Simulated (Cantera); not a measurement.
Charge: 1 mol Ta(OEt)5, 1.8 mol O2, 120 mol H2, held at 1.00 bar.

These are equilibrium values from Cantera (NASA tables, ideal gas, pure condensed phases), not measurements of a reactor. Candidate condensed phases: C, C6H6, C7H8, C8H18, H2O, Ta, TaC, Ta2O5; 113 gas species. The feed counts by its element totals alone. TaC: taken at fixed stoichiometry. Condensed phases not in the tables: Ta2C. Equilibrium is a limit: real reactors are often held back by kinetics, nucleation or transport.

Problem. At 1452 °C, list the 6 most abundant gas species with their mole fractions, and the condensed phases.

Solution. H2 0.938, CO 0.0610, CH4 0.000878, H 0.000180, C2H2 (acetylene) 8.64e-5, H2O 2.40e-5. Condensed: C(graphite) + TaC(s).
